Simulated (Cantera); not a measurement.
A Cantera script and what it prints.

```python
import numpy as np
import cantera as ct

gas_names = """
    H HO2 H2 H2O H2O2 O OH O2 O3 Pb PbO Pb2
""".split()
cond_names = """
    H2O(s) H2O(L) Pb(cr) Pb(L) PbO(rd) PbO(yw) PbO(L) PbO2(s) Pb3O4(s)
""".split()


# ... load() reads the species with a 1 bar reference pressure and builds the phases ...
atoms = {
    'PbO': {'Pb': 1, 'O': 1},
    'H2': {'H': 2},
}
top_T = {'Pb3O4(s)': 820}  # K; cautious upper limits of use, not melting points


# ... equilibrate(T, P, feed) seeds the gas with the atoms and calls Mixture.equilibrate('TP', solver="vcs", rtol=1e-11, max_steps=5000) ...
results = []
feed = {'PbO': 1, 'H2': 2}  # mol
P = 1000  # Pa
for T in [1000, 1075, 1150, 1225, 1300, 1375, 1450]:
    mix = equilibrate(T, P, feed)
    results.append((T, P, feed, dict(zip(mix.species_names, mix.species_moles))))
    x = sorted(zip(gas.X, gas.species_names), reverse=True)
    print(f"T = {T:g} K  P = {P:g} Pa  gas = {mix.phase_moles(0):.4g} mol")
    print("   x: " + "  ".join(f"{s} {v:.3e}" for v, s in x if v > 0.001))
    print("   condensed (mol): " + ("  ".join(f"{mix.phase(i).name} {mix.phase_moles(i):.4g}"
          for i in range(1, mix.n_phases) if mix.phase_moles(i) > 1e-12) or "none"))
```

It prints:

```
T = 1000 K  P = 1000 Pa  gas = 2.003 mol
   x: H2 4.992e-01  H2O 4.992e-01  Pb 1.620e-03
   condensed (mol): Pb(L) 0.9968
T = 1075 K  P = 1000 Pa  gas = 2.015 mol
   x: H2 4.962e-01  H2O 4.962e-01  Pb 7.594e-03
   condensed (mol): Pb(L) 0.9847
T = 1150 K  P = 1000 Pa  gas = 2.06 mol
   x: H2 4.855e-01  H2O 4.855e-01  Pb 2.897e-02
   condensed (mol): Pb(L) 0.9403
T = 1225 K  P = 1000 Pa  gas = 2.206 mol
   x: H2 4.533e-01  H2O 4.533e-01  Pb 9.345e-02
   condensed (mol): Pb(L) 0.7938
T = 1300 K  P = 1000 Pa  gas = 2.712 mol
   x: H2 3.688e-01  H2O 3.687e-01  Pb 2.624e-01
   condensed (mol): Pb(L) 0.2882
T = 1375 K  P = 1000 Pa  gas = 3 mol
   x: H2 3.334e-01  H2O 3.333e-01  Pb 3.332e-01
   condensed (mol): none
T = 1450 K  P = 1000 Pa  gas = 3 mol
   x: H2 3.334e-01  H2O 3.332e-01  Pb 3.332e-01
   condensed (mol): none
```

Cantera equilibrium calculation (NASA polynomials, part measured and part estimated; ideal gas, pure solids and liquids).
